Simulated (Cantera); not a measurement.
What does this Cantera script print?

```python
import numpy as np
import cantera as ct

gas_names = """
    KCL H2 HCL
""".split()
cond_names = """
    K(cr) K(L)
""".split()


# ... load() reads the species with a 1 bar reference pressure and builds the phases ...
species = {s.name: s for s in load("nasa_gas.yaml", gas_names) + load("nasa_condensed.yaml", cond_names)}
# Each term lists the table entries of one substance; the one whose range holds T is used.
reactions = {
    '2 KCl(g) + H2(g) = 2 K + 2 HCl(g)':
        [(-2, ['KCL']), (-1, ['H2']), (2, ['K(cr)', 'K(L)']), (2, ['HCL'])],
}


def pick(names, T):
    return next(species[n] for n in names if species[n].thermo.min_temp <= T <= species[n].thermo.max_temp)


results = []
for label, terms in reactions.items():
    print(label)
    print("     T/K   dH/kJ  dS/(J/K)   dG/kJ   log10 K")
    for T in [300, 1123, 1148, 1173, 1198, 1223, 1248, 1273]:
        used = [(nu, pick(names, T)) for nu, names in terms]
        dH = sum(nu * s.thermo.h(T) for nu, s in used) / 1e6
        dS = sum(nu * s.thermo.s(T) for nu, s in used) / 1e3
        dG = dH - T * dS / 1e3
        logK = -dG * 1e6 / (ct.gas_constant * T * np.log(10))
        results.append((label, T, dH, dS, dG, logK, [s.name for _, s in used]))
        print(f"{T:8g} {dH:8.1f} {dS:8.1f} {dG:8.1f} {logK:8.2f}")
```

Result:

```
2 KCl(g) + H2(g) = 2 K + 2 HCl(g)
     T/K   dH/kJ  dS/(J/K)   dG/kJ   log10 K
     300    244.8   -105.6    276.5   -48.14
    1123    263.3    -69.6    341.4   -15.88
    1148    263.8    -69.1    343.2   -15.61
    1173    264.4    -68.6    344.9   -15.36
    1198    265.0    -68.2    346.6   -15.11
    1223    265.6    -67.7    348.3   -14.88
    1248    266.2    -67.2    350.0   -14.65
    1273    266.8    -66.7    351.7   -14.43
```

Cantera with NASA thermochemical tables; ideal gases at 1 bar, condensed phases pure. Condensed species are held in their standard states even where they would react or evaporate.
